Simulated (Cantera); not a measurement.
**Equilibrium for aluminium nitride and oxide growth: AlCl3 + HCl + N2**

Charge: 1 mol AlCl3, 2.9 mol HCl, 10 mol N2, equilibrated at 1623 K.

Method: chemical equilibrium by Gibbs-energy minimisation in Cantera with the NASA 1993 tables (ideal gas, pure condensed phases). Candidate condensed phases: Al, AlCl3, AlN, NH4Cl; 20 gas species. The tables' values for AlCl2 are old estimates; treat these amounts as uncertain. Rates play no part.

| P (Pa) | log p N2 | log p HCl | log p AlCl3 | log p Cl | log p AlCl2 | log p AlCl | log p H2 |
|---|---|---|---|---|---|---|---|
| 10 | -4.15 | -4.70 | -5.26 | -5.59 | -6.07 | -6.17 | -6.75 |
| 46 | -3.48 | -4.03 | -4.53 | -5.26 | -5.66 | -6.10 | -6.07 |
| 220 | -2.80 | -3.35 | -3.82 | -4.88 | -5.33 | -6.14 | -5.46 |
| 1000 | -2.14 | -2.69 | -3.15 | -4.48 | -5.06 | -6.27 | -4.94 |
| 4600 | -1.48 | -2.02 | -2.48 | -4.06 | -4.82 | -6.45 | -4.45 |
| 22000 | -0.80 | -1.34 | -1.80 | -3.62 | -4.58 | -6.64 | -3.96 |
| 100000 | -0.14 | -0.68 | -1.14 | -3.20 | -4.34 | -6.84 | -3.50 |
log p: log10 of the partial pressure in bar; nothing condenses.

From 10.0 Pa to 100000 Pa nothing is condensed. The main Al-bearing gas is AlCl3 throughout.
